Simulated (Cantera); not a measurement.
Input (Python, Cantera) and output of one run.

```python
import numpy as np
import cantera as ct

gas_names = """
    NO N
""".split()
cond_names = """
    Sr(a) Sr(b) Sr(L) SrO(s) SrO(L)
""".split()


# ... load() reads the species with a 1 bar reference pressure and builds the phases ...
species = {s.name: s for s in load("nasa_gas.yaml", gas_names) + load("nasa_condensed.yaml", cond_names)}
# Each term lists the table entries of one substance; the one whose range holds T is used.
reactions = {
    'NO(g) + Sr = SrO + N(g)':
        [(-1, ['NO']), (-1, ['Sr(a)', 'Sr(b)', 'Sr(L)']), (1, ['SrO(s)', 'SrO(L)']), (1, ['N'])],
}


def pick(names, T):
    return next(species[n] for n in names if species[n].thermo.min_temp <= T <= species[n].thermo.max_temp)


results = []
for label, terms in reactions.items():
    print(label)
    print("     T/K   dH/kJ  dS/(J/K)   dG/kJ   log10 K")
    for T in [1150, 1200, 1250, 1300, 1350, 1400, 1450, 1500, 1550, 1600, 1650]:
        used = [(nu, pick(names, T)) for nu, names in terms]
        dH = sum(nu * s.thermo.h(T) for nu, s in used) / 1e6
        dS = sum(nu * s.thermo.s(T) for nu, s in used) / 1e3
        dG = dH - T * dS / 1e3
        logK = -dG * 1e6 / (ct.gas_constant * T * np.log(10))
        results.append((label, T, dH, dS, dG, logK, [s.name for _, s in used]))
        print(f"{T:8g} {dH:8.1f} {dS:8.1f} {dG:8.1f} {logK:8.2f}")
```

Output:

```
NO(g) + Sr = SrO + N(g)
     T/K   dH/kJ  dS/(J/K)   dG/kJ   log10 K
    1150   -209.9    -50.3   -152.1     6.91
    1200   -209.6    -50.1   -149.5     6.51
    1250   -209.3    -49.8   -147.0     6.14
    1300   -208.9    -49.5   -144.6     5.81
    1350   -208.6    -49.2   -142.1     5.50
    1400   -208.2    -49.0   -139.6     5.21
    1450   -207.8    -48.7   -137.2     4.94
    1500   -207.4    -48.4   -134.8     4.69
    1550   -207.0    -48.2   -132.4     4.46
    1600   -206.6    -47.9   -130.0     4.24
    1650   -206.2    -47.7   -127.6     4.04
```

Source: NASA polynomial tables (part measured, part estimated), evaluated in Cantera. Condensed species are held in their standard states even where they would react or evaporate.
